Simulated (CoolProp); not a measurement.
Vapour-liquid equilibrium of R113 (1) + benzene (2) at 90.95 °C; x and y are mole fractions of (1).

Model: multi-fluid Helmholtz-energy mixture model, Marx 1992 and Thol 2012; pair parameters Bell 2016, in CoolProp.

```csv
x,"bubble pressure, mixture model (MPa)","bubble pressure, Raoult's law (MPa)","y, mixture model","y, Raoult's law"
0.05,0.1613,0.1506,0.168,0.117
0.2,0.2103,0.1822,0.441,0.385
0.35,0.2456,0.2138,0.587,0.574
0.5,0.2741,0.2455,0.693,0.715
0.65,0.2991,0.2771,0.785,0.823
0.8,0.3221,0.3088,0.875,0.909
0.95,0.3439,0.3404,0.968,0.979
```

The largest gap from Raoult's law is +15.4 % in bubble pressure, at x = 0.2. No azeotrope shows between x = 0.05 and 0.95.

The pair parameters rest on a limited set of measurements; away from them the model extrapolates.
